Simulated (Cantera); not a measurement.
Input: 1 mol Cu₂O, 1.7 mol CO, at 0.133 bar.

These are equilibrium values from Cantera (NASA tables, ideal gas, pure condensed phases), not measurements of a reactor. Candidate condensed phases: C, Cu, CuO, Cu₂O; 15 gas species. Equilibrium is a limit: real reactors are often held back by kinetics, nucleation or transport. All values below are at 2323 K.

Base state: Cu 0.422, CO₂ 0.329, CO 0.241, Cu₂ 0.00441, O₂ 0.00251, O 0.000778, CuO 0.000629 (mole fractions); condensed: Cu(l).

Question: What changes in the equilibrium state with this change: 0.29 mol CH₄ added?

Answer: 
```csv
species,before,after
Cu,0.422,0.422
CO,0.241,0.356
CO₂,0.329,0.0841
H₂O,0,0.0711
H₂,0,0.0531
H,0,0.00687
OH,0,0.00153
O₂,0.00251,7.52e-5
CuO,0.000629,0.000109
O,0.000778,0.000135
"Cu(l), mol",0.711,0.0516
```
Further candidate phases: C₆H₆, C₇H₈, C₈H₁₈, Cu(OH)₂, H₂O.

Question: What changes in the equilibrium state with this change: CO from 1.7 to 0.9 mol?

Answer: 
| species | before | after |
|---|---|---|
| CO₂ | 0.329 | 0.441 |
| Cu | 0.422 | 0.422 |
| CO | 0.241 | 0.0671 |
| O₂ | 0.00251 | 0.0584 |
| CuO | 0.000629 | 0.00303 |
| O | 0.000778 | 0.00375 |
| Cu₂ | 0.00441 | 0.00441 |
| Cu(l), mol | 0.711 | 1.23 |
